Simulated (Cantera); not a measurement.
A Cantera script and what it prints.

```python
import numpy as np
import cantera as ct

gas_names = [...]  # 151 gases of nasa_gas.yaml made of C, H, N, O, Si
cond_names = """
    C(gr) C6H6(L) C7H8(L) C8H18(L),n-octa H2O(s) H2O(L) Si(cr) Si(L) SiC(b) SiO2(Lqz) SiO2(hqz) SiO2(L)
    Si2N2O(s) Si3N4(a)
""".split()


# ... load() reads the species with a 1 bar reference pressure and builds the phases ...
atoms = {
    'SiC': {'Si': 1, 'C': 1},
    'N2O': {'N': 2, 'O': 1},
    'H2': {'H': 2},
}
top_T = {'C(gr)': 4500, 'SiC(b)': 3050, 'Si2N2O(s)': 2100, 'Si3N4(a)': 2400}  # K; cautious upper limits of use, not melting points


# ... equilibrate(T, P, feed) seeds the gas with the atoms and calls Mixture.equilibrate('TP', solver="vcs", rtol=1e-11, max_steps=5000) ...
results = []
feed = {'SiC': 1, 'N2O': 1.2, 'H2': 38}  # mol
T = 1798  # K
P = 1000  # Pa
mix = equilibrate(T, P, feed)
results.append((T, P, feed, dict(zip(mix.species_names, mix.species_moles))))
print(gas.report(threshold=0.001))
for i in range(1, mix.n_phases):
    print(f"{mix.phase(i).name:16s} {mix.phase_moles(i):12.5e} mol")
```

Output:

```
       temperature   1798 K
          pressure   1000 Pa
           density   0.00025394 kg/m^3
  mean mol. weight   3.7963 kg/kmol
   phase of matter   gas

                          1 kg             1 kmol
                     ---------------   ---------------
          enthalpy        1.1591e+07        4.4001e+07  J
   internal energy        7.6528e+06        2.9052e+07  J
           entropy             60547        2.2985e+05  J/K
    Gibbs function       -9.7273e+07       -3.6927e+08  J
 heat capacity c_p            8851.3             33602  J/K
 heat capacity c_v            6661.1             25287  J/K

                      mass frac. Y      mole frac. X     chem. pot. / RT
                     ---------------   ---------------   ---------------
                CO           0.10953          0.014845           -43.554
                 H        0.00090501         0.0034084           -11.908
                H2           0.49766           0.93713           -23.817
                N2            0.2185           0.02961           -34.712
               SiO           0.17191          0.014804           -44.814
     [ +146 minor]          0.001492        0.00020143

C(gr)             0.00000e+00 mol
Si(L)             0.00000e+00 mol
SiC(b)            3.95874e-01 mol
SiO2(L)           0.00000e+00 mol
Si2N2O(s)         0.00000e+00 mol
Si3N4(a)          0.00000e+00 mol
```

Cantera equilibrium calculation (NASA polynomials, part measured and part estimated; ideal gas, pure solids and liquids).
